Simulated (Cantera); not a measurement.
An isothermal, constant-pressure homogeneous reactor starts with 13.8 % H2, 86.2 % O2, equivalence ratio 0.080, at 1273 K and 10.00 Torr.

Model: GRI-Mech 3.0 (53 species, 325 reactions), integrated in Cantera. Radical loss at walls, strong at low pressure, is not modelled. The temperature is held fixed by assumption; the heat of reaction is taken as removed at once.

x: mole fraction; the columns are a selection and need not sum to one.

```json
[
 {"t (s)": "5.00e-5", "x H2": "0.138", "x O2": "0.862", "x H2O": "6.64e-9", "x H2O2": "1.02e-11", "x HO2": "2.01e-8", "x OH": "7.57e-9"},
 {"t (s)": "0.000135", "x H2": "0.138", "x O2": "0.862", "x H2O": "1.08e-7", "x H2O2": "7.36e-11", "x HO2": "5.41e-8", "x OH": "5.31e-8"},
 {"t (s)": "0.000362", "x H2": "0.138", "x O2": "0.862", "x H2O": "6.56e-6", "x H2O2": "5.34e-10", "x HO2": "1.54e-7", "x OH": "2.24e-6"},
 {"t (s)": "0.000976", "x H2": "0.0755", "x O2": "0.823", "x H2O": "0.0453", "x H2O2": "[?]", "x HO2": "4.39e-6", "x OH": "0.0113"},
 {"t (s)": "0.00263", "x H2": "0.00485", "x O2": "0.774", "x H2O": "0.112", "x H2O2": "1.94e-7", "x HO2": "5.82e-6", "x OH": "0.00942"},
 {"t (s)": "0.00707", "x H2": "0.00409", "x O2": "0.790", "x H2O": "0.120", "x H2O2": "2.08e-7", "x HO2": "5.90e-6", "x OH": "0.00873"},
 {"t (s)": "0.0190", "x H2": "0.00249", "x O2": "0.817", "x H2O": "0.133", "x H2O2": "2.23e-7", "x HO2": "5.70e-6", "x OH": "0.00691"},
 {"t (s)": "0.0512", "x H2": "0.000767", "x O2": "0.841", "x H2O": "0.144", "x H2O2": "[?]", "x HO2": "4.11e-6", "x OH": "0.00387"},
 {"t (s)": "0.138", "x H2": "0.000127", "x O2": "0.850", "x H2O": "0.147", "x H2O2": "[?]", "x HO2": "1.61e-6", "x OH": "0.00158"},
 {"t (s)": "0.371", "x H2": "1.99e-5", "x O2": "0.851", "x H2O": "0.148", "x H2O2": "[?]", "x HO2": "4.05e-7", "x OH": "0.000630"},
 {"t (s)": "1.00", "x H2": "3.91e-6", "x O2": "0.852", "x H2O": "0.148", "x H2O2": "[?]", "x HO2": "1.03e-7", "x OH": "0.000280"}
]
```

Question: Some entries are withheld; supply them.

Answer: 
- 0.000976, x H2O2: 2.93e-7
- 0.0512, x H2O2: 1.85e-7
- 0.138, x H2O2: 9.50e-8
- 0.371, x H2O2: 3.69e-8
- 1.00, x H2O2: 1.35e-8
